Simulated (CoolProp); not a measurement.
Aqueous ethylene glycol as a coolant, at 33 °C, 1 atm.

Model: Melinder's fits for secondary coolants, in CoolProp.

| mass % | freezing point (°C) | viscosity (mPa s) | cp (kJ/(kg K)) | conductivity (W/(m K)) | Prandtl number |
|---|---|---|---|---|---|
| 5.6 | -1.8 | 0.841 | 4.109 | 0.592 | 5.84 |
| 11.2 | -3.8 | 0.956 | 4.041 | 0.564 | 6.85 |
| 16.7 | -6.2 | 1.09 | 3.968 | 0.537 | 8.07 |
| 22.3 | -9.3 | 1.26 | 3.885 | 0.511 | 9.55 |
| 27.8 | -12.9 | 1.44 | 3.794 | 0.486 | 11.2 |
| 33.4 | -17.4 | 1.65 | 3.695 | 0.462 | 13.2 |
| 38.9 | -22.7 | 1.89 | 3.592 | 0.440 | 15.5 |
| 44.5 | -28.9 | 2.18 | 3.485 | 0.418 | 18.2 |
| 50 | -36.0 | 2.51 | 3.379 | 0.397 | 21.4 |
| 55.6 | -44.1 | 2.91 | 3.268 | 0.378 | 25.2 |
